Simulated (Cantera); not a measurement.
Input: 1 mol MgO, a varied amount of Cl₂, 0.045 mol H₂, held at 0.0830 bar.

Cantera equilibrium calculation (NASA polynomials, part measured and part estimated; ideal gas, pure solids and liquids). Candidate condensed phases: H₂O, Mg, MgCl₂, MgO, Mg(OH)₂; 22 gas species. The numbers say what is thermodynamically allowed, not how fast it happens.

Stable condensed phases, one row left out:

```
T in K \ n(Cl₂) in mol
         0.16 0.28  0.4 0.52 0.64 0.76 0.88    1  1.1  1.2  1.4  1.5  1.6
   1623     A    A    A    A    A    A    A    A    A    A    A    B    B
   1598     A    A    A    A    A    A    A    A    A    A    A    B    B
   1573     A    A    A    A    A    A    A    A    A    A    A    A    B
   1523     A    A    A    A    A    A    A    A    A    A    A    A    A
   1498     A    A    A    A    A    A    A    A    A    A    A    A    A
   1473     A    A    A    A    A    A    A    A    A    A    A    A    A
   1448     A    A    A    A    A    A    A    A    A    A    A    A    A
   1423     A    A    A    A    A    A    A    A    A    A    A    A    A
```

A: MgO; B: gas only.

Q: Give the row for 1548 K.

A: 0.16: MgO; 0.28: MgO; 0.4: MgO; 0.52: MgO; 0.64: MgO; 0.76: MgO; 0.88: MgO; 1: MgO; 1.1: MgO; 1.2: MgO; 1.4: MgO; 1.5: MgO; 1.6: MgO.
